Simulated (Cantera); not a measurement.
A Cantera script and its output.

```python
import numpy as np
import cantera as ct

gas = ct.Solution("h2o2.yaml")
gas.TPX = 348, 36000, {'H2': 1, 'O2': 0.909, 'N2': 3.42, 'H2O': 0.72}
flame = ct.FreeFlame(gas, width=0.082)
flame.set_refine_criteria(ratio=3, slope=0.08, curve=0.16)
flame.transport_model = "mixture-averaged"
flame.solve(loglevel=0, auto=True)
z, T = flame.grid, flame.T
thick = (T[-1] - T[0]) / np.gradient(T, z).max()
show = ['H2', 'O2', 'H2O', 'H', 'H2O2', 'OH']
print(f"laminar burning velocity  {flame.velocity[0] * 100:.3f} cm/s")
print(f"burnt temperature         {T[-1]:.1f} K")
print(f"thermal thickness         {thick * 1e3:.4f} mm")
print(f"grid points               {len(z)}")
z0 = z[flame.heat_release_rate.argmax()]
print(f"{'z/mm':>9s}{'T/K':>9s}{'u/(m/s)':>9s}" + "".join(f"{s:>11s}" for s in show))
rows = []
for k in (-3, -2, -1.5, -1, -0.5, -0.25, 0, 0.25, 0.5, 1, 2, 4, 8):
    zz = z0 + k * thick
    rows.append([k * thick, np.interp(zz, z, T), np.interp(zz, z, flame.velocity),
                 *(np.interp(zz, z, flame.X[gas.species_index(s)]) for s in show)])
    print(f"{rows[-1][0] * 1e3:9.3f}{rows[-1][1]:9.1f}{rows[-1][2]:9.3f}" + "".join(f"{x:11.3e}" for x in rows[-1][3:]))
```

Output:

```
laminar burning velocity  52.642 cm/s
burnt temperature         1547.7 K
thermal thickness         1.4516 mm
grid points               107
     z/mm      T/K  u/(m/s)         H2         O2        H2O          H       H2O2         OH
   -4.355    348.1    0.526  1.641e-01  1.505e-01  1.192e-01  9.228e-15  5.467e-09  1.617e-13
   -2.903    348.6    0.525  1.607e-01  1.511e-01  1.198e-01  1.409e-13  9.309e-08  3.038e-12
   -2.177    350.7    0.525  1.547e-01  1.521e-01  1.209e-01  1.403e-12  5.975e-07  3.855e-11
   -1.452    364.0    0.536  1.395e-01  1.544e-01  1.245e-01  9.483e-11  5.334e-06  2.377e-09
   -0.726    516.0    0.734  9.757e-02  1.529e-01  1.489e-01  1.145e-05  5.646e-05  1.915e-05
   -0.363    780.0    1.093  6.620e-02  1.386e-01  1.869e-01  5.853e-04  3.634e-05  2.672e-04
    0.000   1056.7    1.473  3.635e-02  1.151e-01  2.330e-01  2.730e-03  7.945e-06  9.058e-04
    0.363   1243.1    1.731  1.643e-02  9.458e-02  2.673e-01  4.142e-03  4.128e-06  2.345e-03
    0.726   1349.3    1.877  8.019e-03  8.465e-02  2.834e-01  3.604e-03  2.927e-06  3.460e-03
    1.452   1447.3    2.010  3.664e-03  7.949e-02  2.937e-01  1.759e-03  1.511e-06  3.756e-03
    2.903   1508.9    2.091  1.548e-03  7.794e-02  2.993e-01  4.652e-04  6.939e-07  2.824e-03
    5.806   1535.3    2.126  4.727e-04  7.766e-02  3.021e-01  7.561e-05  3.021e-07  1.645e-03
   11.613   1543.8    2.136  1.212e-04  7.774e-02  3.031e-01  9.941e-06  1.203e-07  8.607e-04
```

Model: the H2/O2 subset of GRI-Mech 3.0, which has no nitrogen chemistry, integrated in Cantera. Burning velocities carry a grid error of a few per cent, more on coarse grids. Lean hydrogen flames are cellular in practice and burn faster than this planar one.
